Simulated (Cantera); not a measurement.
Feed: 1 mol Si, 0.029 mol N₂O, 720 mol H₂, 0.071 mol O₂, at 2075 K and 101000 Pa.

Cantera equilibrium calculation (NASA polynomials, part measured and part estimated; ideal gas, pure solids and liquids). Candidate condensed phases: H₂O, Si, SiO₂, Si₂N₂O, Si₃N₄; 35 gas species. Gases not in the tables: Si₂H₆ and higher silanes. Rates play no part.

Base state: H₂ 0.997, H 0.00264, SiO 0.000237, SiH₂ 0.000160, Si 0.000101, SiH 5.79e-5, N₂ 4.00e-5 (mole fractions); condensed: Si(l).

Problem. What changes in the equilibrium state with this change: temperature from 2075 K to 1825 K?

Solution. 
| species | before | after |
|---|---|---|
| H₂ | 0.997 | 0.999 |
| H | 0.00264 | 0.000437 |
| SiO | 0.000237 | 0.000237 |
| SiH₂ | 0.000160 | 3.56e-5 |
| Si | 0.000101 | 4.49e-6 |
| SiH | 5.79e-5 | 4.80e-6 |
| Si(l), mol | 0.596 | 0.796 |

Problem. What changes in the equilibrium state with this change: temperature from 2075 K to 1473 K?

Solution. 
```json
[
 {"species": "H₂", "before": "0.997", "after": "1.000"},
 {"species": "SiO", "before": "0.000237", "after": "0.000196"},
 {"species": "H", "before": "0.00264", "after": "1.26e-5"},
 {"species": "SiH₂", "before": "0.000160", "after": "1.05e-6"},
 {"species": "Si", "before": "0.000101", "after": "5.40e-9"},
 {"species": "SiH", "before": "5.79e-5", "after": "1.95e-8"},
 {"species": "N₂", "before": "4.00e-5", "after": "6.09e-8"},
 {"species": "Si(l), mol", "before": "0.596", "after": "0"},
 {"species": "Si(s), mol", "before": "0", "after": "0.800"},
 {"species": "Si₂N₂O(s), mol", "before": "0", "after": "0.0290"}
]
```
Mutual solubility and eutectic melting of coexisting phases are not modelled.

Problem. What changes in the equilibrium state with this change: temperature from 2075 K to 1425 K?

Solution. 
```
species                before     after
-------------------  --------  --------
H₂                      0.997     1.000
SiO                  0.000237  0.000121
H                     0.00264   6.78e-6
SiH₂                 0.000160   5.42e-7
Si                   0.000101   1.59e-9
SiH                   5.79e-5   7.11e-9
N₂                    4.00e-5   1.02e-8
Si(l), mol              0.596         0
Si(s), mol                  0     0.827
SiO₂(β-quartz), mol         0    0.0269
Si₂N₂O(s), mol              0    0.0290
```
Mutual solubility and eutectic melting of coexisting phases are not modelled. The tables hold silica as quartz up to 1696 K and as liquid above; real silica turns to tridymite and cristobalite and melts near 1996 K.
